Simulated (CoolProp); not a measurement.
Vapour-liquid equilibrium of R142b (1) + R113 (2) at 304.2 K; x and y are mole fractions of (1).

Values from CoolProp's multi-fluid Helmholtz-energy mixture model, Lemmon 2006 and Marx 1992; pair parameters Bell 2016.

| x | bubble pressure, mixture model (MPa) | bubble pressure, Raoult's law (MPa) | y, mixture model | y, Raoult's law |
|---|---|---|---|---|
| 0.05 | 0.07920 | 0.07399 | 0.313 | 0.274 |
| 0.125 | ___ | 0.1001 | 0.542 | 0.506 |
| 0.2 | 0.1418 | 0.1263 | 0.664 | 0.642 |
| 0.275 | 0.1703 | 0.1524 | 0.740 | 0.731 |
| 0.35 | 0.1971 | 0.1786 | ___ | 0.794 |
| 0.425 | ___ | 0.2047 | ___ | 0.841 |
| 0.5 | 0.2469 | 0.2309 | 0.864 | 0.877 |
| 0.575 | 0.2705 | 0.2570 | ___ | 0.906 |
| 0.65 | 0.2935 | 0.2831 | 0.913 | 0.930 |
| 0.725 | 0.3165 | 0.3093 | 0.933 | 0.950 |
| 0.8 | ___ | 0.3354 | 0.952 | 0.966 |
| 0.875 | 0.3634 | 0.3616 | ___ | 0.980 |
| 0.95 | 0.3880 | 0.3877 | 0.988 | 0.993 |

Task: Fill in the missing entries.

Result: 
- 0.125, bubble pressure, mixture model (MPa): 0.1115
- 0.35, y, mixture model: 0.793
- 0.425, bubble pressure, mixture model (MPa): 0.2226
- 0.425, y, mixture model: 0.833
- 0.575, y, mixture model: 0.890
- 0.8, bubble pressure, mixture model (MPa): 0.3397
- 0.875, y, mixture model: 0.970

The largest gap from Raoult's law is +12.3 % in bubble pressure, at x = 0.2. No azeotrope shows between x = 0.05 and 0.95.

The pair parameters rest on a limited set of measurements; away from them the model extrapolates.
